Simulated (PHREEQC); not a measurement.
Solution (25 °C): 58 mmol/kgw HCl, 0.05 mmol/kgw CaCl2 and 4.9 mmol/kgw MnSO4. Closed to the air; pH follows from the charge balance.

The numbers come from PHREEQC with the ion-association model, wateq4f.dat.

Each row changes one thing in this solution. Precipitation was switched off in this run.

```
case                                               pH  ionic strength (mol/kgw)  Ca+2 (mol/kgw)  SI of Portlandite (Ca(OH)2)
-----------------------------------------------  ----  ------------------------  --------------  ---------------------------
as made                                          1.34                    0.0695         4.69e-5                       -24.82
MnSO4 replaced by K2SO4 at the same molality     1.34                    0.0659         4.67e-5                       -24.82
MnSO4 from 0.0049 to 0.049 mol/kgw               1.52                     0.162         3.49e-5                       -24.68
MnSO4 left out                                   1.31                    0.0582         5.00e-5                       -24.83
MnSO4 replaced by Mn(NO3)2 at the same molality  1.31                    0.0719         5.00e-5                       -24.85
temperature from 25 to 55 °C                     1.35                    0.0684         4.74e-5                       -22.74
```

Constants without temperature data keep their 25 °C values here.
